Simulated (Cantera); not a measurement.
## Thermodynamics of hydrogen reduction and annealing atmospheres, feed Fe₂O₃ + H₂ + H₂O

Input: 1 mol Fe₂O₃, 1500 mol H₂, 0.11 mol H₂O, held at 1100 K and 2.00 bar.

Equilibrium computed with Cantera from the NASA thermochemical tables; the gas is ideal and each condensed phase is pure. Candidate condensed phases: Fe, FeO, Fe(OH)₂, Fe(OH)₃, Fe₂O₃, Fe₃O₄, H₂O; 12 gas species. Equilibrium is a limit: real reactors are often held back by kinetics, nucleation or transport.

| Quantity | Result |
|---|---|
| x(H₂) | 0.998 |
| x(H₂O) | 0.00207 |
| n(Fe(α)) | 2.00 mol |
| gas amount | 1500 mol |
| log10 activity of Fe(OH)₂(s) (absent) | -9.47 |
| log10 activity of Fe(OH)₃(s) (absent) | -16.78 |
